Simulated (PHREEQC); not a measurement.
0.41 g of hydrous ferric oxide (600 m²/g; 0.2 weak and 0.005 strong sites per Fe, Dzombak-Morel constants, diffuse double layer) in 1 kg of water with 0.005 mol/kgw of an inert sodium salt, at 25 °C; the pH is set by adding NaOH or the inert anion's acid. O2 is buffered at 0.21 atm. The system is closed to CO2. No solid was allowed to form.

Equilibrium calculation in PHREEQC: ion-association model, wateq4f.dat.

Predict surface charge σ (C/m²), surface potential ψ (mV) at pH = 10, 11.5.


```tsv
pH	surface charge σ (C/m²)	surface potential ψ (mV)
10	-0.031	-103
11.5	-0.132	-164
```

Complexes and solids missing from the database can't appear.
